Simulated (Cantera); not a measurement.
Feed: 1 mol SiC, 0.93 mol C, 2 mol N2, at 1502 °C and 1.40 mbar.

Method: chemical equilibrium by Gibbs-energy minimisation in Cantera with the NASA 1993 tables (ideal gas, pure condensed phases). Candidate condensed phases: C, Si, SiC, Si3N4; 20 gas species. Equilibrium is a limit: real reactors are often held back by kinetics, nucleation or transport.

Base state: N2 1.000, Si 3.36e-5 (mole fractions); condensed: C(graphite) + SiC(s).

Question: What changes in the equilibrium state with this change: 1.1 mol H2 added?

Answer: 
```json
[
 {"species": "N2", "before": "1.000", "after": "0.642"},
 {"species": "H2", "before": "0", "after": "0.350"},
 {"species": "H", "before": "0", "after": "0.00458"},
 {"species": "Si", "before": "3.36e-5", "after": "3.36e-5"},
 {"species": "HCN", "before": "0", "after": "0.00257"},
 {"species": "HNC", "before": "0", "after": "9.23e-5"},
 {"species": "C2H2 (acetylene)", "before": "0", "after": "4.99e-5"},
 {"species": "C(graphite), mol", "before": "0.930", "after": "0.922"},
 {"species": "SiC(s), mol", "before": "1.000", "after": "1.000"}
]
```
Further candidate phases: C6H6, C7H8, C8H18.
